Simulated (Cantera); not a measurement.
A perfectly stirred reactor is fed with CH4 : H2 = 1 : 36 (molar parts), at 0.0642 atm; it is held at 1875 K, and followed from long to short residence time.

Computed with Cantera and GRI-Mech 3.0 (53 species, 325 reactions). GRI-Mech 3.0 stops at C3 and has no aromatics, soot or wall deposition, so with more carbon than oxygen in the feed, carbon stays in small species such as C2H2 where larger ones or solid carbon would form.

x: mole fraction; the columns are a selection and need not sum to one.

| τ (s) | x CH4 | x H2 | x CH3 | x C2H6 | x C2H2 | x C2H | x H |
|---|---|---|---|---|---|---|---|
| 2.1 | 0.00281 | 0.983 | 0.000142 | 5.77e-8 | 0.0117 | 3.51e-7 | 0.00249 |
| 1.0 | 0.00403 | 0.982 | 0.000201 | 1.16e-7 | 0.0111 | 3.27e-7 | 0.00245 |
| 0.47 | 0.00576 | 0.981 | 0.000281 | 2.30e-7 | 0.0102 | [?] | 0.00240 |
| 0.22 | 0.00813 | 0.980 | 0.000386 | 4.43e-7 | 0.00897 | [?] | 0.00233 |
| 0.10 | 0.0114 | 0.979 | 0.000518 | 8.21e-7 | 0.00733 | [?] | 0.00224 |
| 0.048 | 0.0149 | 0.977 | 0.000650 | 1.33e-6 | 0.00551 | [?] | 0.00213 |
| 0.023 | 0.0187 | 0.975 | 0.000761 | 1.91e-6 | 0.00360 | [?] | 0.00199 |
| 0.011 | 0.0221 | 0.973 | 0.000807 | 2.30e-6 | 0.00191 | [?] | 0.00178 |
| 0.0049 | 0.0248 | 0.972 | 0.000721 | 2.09e-6 | 0.000657 | [?] | 0.00141 |
| 0.0023 | 0.0262 | 0.972 | 0.000505 | 1.23e-6 | 0.000134 | [?] | 0.000940 |

### Question
Some entries are withheld; supply them.

### Answer

- 0.47, x C2H: 2.95e-7
- 0.22, x C2H: 2.53e-7
- 0.10, x C2H: 1.99e-7
- 0.048, x C2H: 1.42e-7
- 0.023, x C2H: 8.70e-8
- 0.011, x C2H: 4.14e-8
- 0.0049, x C2H: 1.13e-8
- 0.0023, x C2H: 1.54e-9
